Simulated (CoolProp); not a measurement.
Properties of CH2F2 (R32) along the isotherm 177.3 K.

Model: reference Helmholtz-energy equation of state, Tillner-Roth 1997, in CoolProp.

```csv
p (MPa),phase,cp (kJ/(kg K)),expansivity (1/kK),viscosity (µPa s)
2.22,liquid,1.556,1.866,639
4.45,liquid,1.553,1.845,650
6.67,liquid,1.551,1.825,660
8.9,liquid,1.548,1.806,671
11.1,liquid,1.546,1.787,682
13.3,liquid,1.544,1.769,693
15.6,liquid,1.541,1.751,704
17.8,liquid,1.539,1.734,…
20,liquid,…,1.718,726
22.2,liquid,1.535,1.702,736
24.5,liquid,1.533,1.686,748
26.7,liquid,1.531,1.671,759
28.9,liquid,1.530,1.656,…
```

### Question
Complete the blanks.

### Answer

- 17.8, viscosity (µPa s): 715
- 20, cp (kJ/(kg K)): 1.537
- 28.9, viscosity (µPa s): 770

Viscosity comes from a separate model (Bell 2016), an estimate that may be off by 10 % or more.
